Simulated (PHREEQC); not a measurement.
0.17 g of hydrous ferric oxide (600 m²/g; 0.2 weak and 0.005 strong sites per Fe, Dzombak-Morel constants, diffuse double layer) in 1 kg of water with 0.005 mol/kgw of an inert sodium salt, at 25 °C; the pH is set by adding NaOH or the inert anion's acid. O2 is buffered at 0.21 atm. CO2 from the air is kept out. Precipitation was switched off in this run.

Computed with PHREEQC (ion-association model, wateq4f.dat).

| pH | surface charge σ (C/m²) | surface potential ψ (mV) |
|---|---|---|
| 4 | 0.183 | 194 |
| 4.38 | 0.143 | 181 |
| 5.12 | 0.082 | 153 |
| 5.5 | 0.060 | 137 |
| 6.25 | 0.029 | 101 |
| 6.62 | 0.020 | 82 |
| 7.38 | 0.007 | 41 |
| 7.75 | 0.003 | 20 |
| 8.5 | -0.004 | -22 |
| 8.88 | -0.008 | -43 |
| 9.62 | -0.020 | -83 |
| 10 | -0.030 | -103 |
